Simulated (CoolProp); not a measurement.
Vapour-liquid equilibrium of CH3F (R41) (1) + chloromethane (R40) (2) at 235.7 K; x and y are mole fractions of (1).

Computed with CoolProp (multi-fluid Helmholtz-energy mixture model, Lemmon 2006 and Thol 2014; pair parameters Bell 2016).

Problem. Give the bubble pressure and the first vapour's composition at x = 0.05, 0.35, 0.8. Is there an azeotrope?

Solution. x = 0.05: 0.08717 MPa, y = 0.400; x = 0.35: 0.2748 MPa, y = 0.857; x = 0.8: 0.5170 MPa, y = 0.969. No azeotrope shows between x = 0.05 and 0.95.

Pair parameters are fitted to limited data, so mixtures are less certain than the pure fluids.
